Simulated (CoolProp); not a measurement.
Properties of propylene along the isotherm 301.85 °C (Tc = 91.1 °C, pc = 4.555 MPa, ω = 0.146).

Computed with CoolProp (reference Helmholtz-energy equation of state, Lemmon 2013).

```csv
p (MPa),phase,density (kg/m³),cp (kJ/(kg K)),cv (kJ/(kg K)),speed of sound (m/s),viscosity (µPa s)
0.621,gas,5.519,2.509,2.299,348.7,16.1
1.24,gas,11.13,2.525,2.302,346.3,16.3
1.86,gas,16.85,2.541,[?],344.1,16.5
2.48,gas,[?],2.557,2.307,342.0,16.8
3.11,gas,28.69,2.575,2.310,340.0,17.1
3.73,gas,34.72,2.593,[?],338.2,17.4
4.35,gas,40.85,2.611,2.315,336.5,17.7
4.97,supercritical,47.06,2.630,2.318,335.1,18.0
5.59,supercritical,53.37,2.649,2.321,333.8,18.4
6.21,supercritical,59.77,2.669,[?],332.6,18.8
6.83,supercritical,[?],2.688,2.326,331.7,19.2
```

Fill in the missing entries.


- 1.86, cv (kJ/(kg K)): 2.305
- 2.48, density (kg/m³): 22.67
- 3.73, cv (kJ/(kg K)): 2.313
- 6.21, cv (kJ/(kg K)): 2.323
- 6.83, density (kg/m³): 66.24

Viscosity comes from a separate model (Huber 2003), an estimate that may be off by 10 % or more.
